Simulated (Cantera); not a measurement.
A Cantera script and what it prints.

```python
import numpy as np
import cantera as ct

gas_names = """
    C CH CH2 CH3 CH2OH CH3O CH4 CH3OH CN CO CO2 COOH C2 C2H CHCO,ketyl C2H2,acetylene C2H2,vinylidene
    CH2CO,ketene C2H3,vinyl CH3CN CH3CO,acetyl C2H4 C2H4O,ethylen CH3CHO,ethanal CH3COOH (HCOOH)2 C2H5
    C2H6 CH3OCH3 C2H5OH CCN CNC C2N2 C2O C3 C3H3,propargyl C3H4,allene C3H4,propyne C3H4,cyclo-
    C3H5,allyl C3H6,propylene C3H6,cyclo- C3H6O C3H7,n-propyl C3H7,i-propyl C3H8 C3H8O,1propanol
    C3H8O,2propanol C3O2 C4 C4H2 C4H4,1,3-cyclo- C4H6,butadiene C4H6,2-butyne C4H6,cyclo- C4H8,1-butene
    C4H8,cis2-buten C4H8,tr2-butene C4H8,isobutene C4H8,cyclo- (CH3COOH)2 C4H9,n-butyl C4H9,i-butyl
    C4H9,s-butyl C4H9,t-butyl C4H10,isobutane C4H10,n-butane C4N2 C5 C5H6,1,3cyclo- C5H8,cyclo-
    C5H10,1-pentene C5H10,cyclo- C5H11,pentyl C5H11,t-pentyl C5H12,n-pentane C5H12,i-pentane
    CH3C(CH3)2CH3 C6H2 C6H5,phenyl C6H5O,phenoxy C6H6 C6H5OH,phenol C6H10,cyclo- C6H12,1-hexene
    C6H12,cyclo- C6H13,n-hexyl C7H7,benzyl C7H8 C7H8O,cresol C7H14,1-heptene C7H15,n-heptyl
    C7H16,n-heptane C8H8,styrene C8H10,ethylbenz C8H16,1-octene C8H17,n-octyl C8H18,isooctane
    C8H18,n-octane C9H19,n-nonyl C10H8,naphthale C10H21,n-decyl C12H9,o-bipheny C12H10,bipheny H HCN HCO
    HCCN HNC HNCO HNO HNO2 HNO3 HO2 H2 HCHO,formaldehy HCOOH H2O H2O2 N NCO NH NH2 NH3 NH2OH NO NO2 NO3
    N2 N2H2 N2H4 N2O O OH O2 O3
""".split()
cond_names = """
    C(gr) C6H6(L) C7H8(L) C8H18(L),n-octa H2O(s) H2O(L)
""".split()


def load(file, names, dense=False):
    # The tables refer to 1 bar. Condensed volumes are neglected.
    table = {s.name: s for s in ct.Species.list_from_file(file)}
    out = []
    for n in names:
        d = dict(table[n].input_data)
        d["thermo"] = dict(d["thermo"], **{"reference-pressure": 1e5})
        if dense:
            d["equation-of-state"] = {"model": "constant-volume", "density": "1e6 g/cm^3"}
        out.append(ct.Species.from_dict(d))
    return out


gas = ct.Solution(thermo="ideal-gas", species=load("nasa_gas.yaml", gas_names))
cond = {s.name: ct.Solution(thermo="fixed-stoichiometry", species=[s], name=s.name)
        for s in load("nasa_condensed.yaml", cond_names, dense=True)}
atoms = {
    'C2H4': {'C': 2, 'H': 4},
    'NH3': {'N': 1, 'H': 3},
    'H2O': {'H': 2, 'O': 1},
}
top_T = {'C(gr)': 4500}  # K; cautious upper limits of use, not melting points


def equilibrate(T, P, feed):
    n = {}
    for name, mol in feed.items():
        for a, k in atoms[name].items():
            n[a] = n.get(a, 0.0) + k * mol
    gas.TPX = T, P, n
    mass = sum(n.values()) * gas.mean_molecular_weight
    gas.equilibrate("TP")
    valid = [c for c in cond.values() if c.min_temp <= T <= top_T.get(c.name, c.max_temp)]
    mix = ct.Mixture([(gas, mass / gas.mean_molecular_weight)] + [(c, 0.0) for c in valid])
    mix.T, mix.P = T, P
    mix.equilibrate("TP", solver="vcs", rtol=1e-11, max_steps=5000)
    return mix


results = []
feed = {'C2H4': 1, 'NH3': 0.019, 'H2O': 1.2}  # mol
T = 698.15  # K
P = 4800000  # Pa
mix = equilibrate(T, P, feed)
results.append((T, P, feed, dict(zip(mix.species_names, mix.species_moles))))
print(gas.report(threshold=1e-05))
for i in range(1, mix.n_phases):
    print(f"{mix.phase(i).name:16s} {mix.phase_moles(i):12.5e} mol")
```

It prints:

```
       temperature   698.15 K
          pressure   4.8e+06 Pa
           density   15.014 kg/m^3
  mean mol. weight   18.156 kg/kmol
   phase of matter   gas

                          1 kg             1 kmol
                     ---------------   ---------------
          enthalpy       -7.8713e+06       -1.4291e+08  J
   internal energy        -8.191e+06       -1.4872e+08  J
           entropy             10894         1.978e+05  J/K
    Gibbs function       -1.5477e+07       -2.8101e+08  J
 heat capacity c_p            2661.3             48319  J/K
 heat capacity c_v            2203.3             40004  J/K

                      mass frac. Y      mole frac. X     chem. pot. / RT
                     ---------------   ---------------   ---------------
               CH4            0.4359           0.49332           -33.491
                CO         0.0008398        0.00054436           -47.444
               CO2            0.1504          0.062047           -93.798
              C2H6        4.9771e-05        3.0052e-05           -50.782
                H2         0.0037856          0.034093             -16.2
               H2O           0.40252           0.40568           -62.554
               NH3        0.00017428        0.00018579           -37.126
                N2         0.0063345         0.0041054           -25.651
     [ +128 minor]        1.8286e-07        7.6623e-08

C(gr)             7.41958e-01 mol
```

Method: chemical equilibrium by Gibbs-energy minimisation in Cantera with the NASA 1993 tables (ideal gas, pure condensed phases). The ideal-gas law is rough above about 30 bar.
